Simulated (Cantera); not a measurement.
Input: 1 mol BN, 35 mol Cl2, 0.7 mol H2, held at 1425 °C and 490 Pa.

Method: chemical equilibrium by Gibbs-energy minimisation in Cantera with the NASA 1993 tables (ideal gas, pure condensed phases). Candidate condensed phases: B, BN, NH4Cl; 21 gas species. The numbers say what is thermodynamically allowed, not how fast it happens.

Base state: Cl 0.855, Cl2 0.0989, HCl 0.0225, BCl3 0.0160, N2 0.00802 (mole fractions); condensed: gas only.

Q: What changes in the equilibrium state with this change: H2 from 0.7 to 20 mol?

A: 
```tsv
species	before	after
HCl	0.0225	0.594
Cl	0.855	0.365
Cl2	0.0989	0.0181
BCl3	0.0160	0.0148
BCl2	5.55e-6	1.20e-5
N2	0.00802	0.00743
```
The tables' values for BCl2 are old estimates; treat these amounts as uncertain.

Q: What changes in the equilibrium state with this change: temperature from 1425 °C to 677 °C?

A: 
```tsv
species	before	after
Cl2	0.0989	0.916
HCl	0.0225	0.0392
BCl3	0.0160	0.0280
Cl	0.855	0.00242
N2	0.00802	0.0140
```
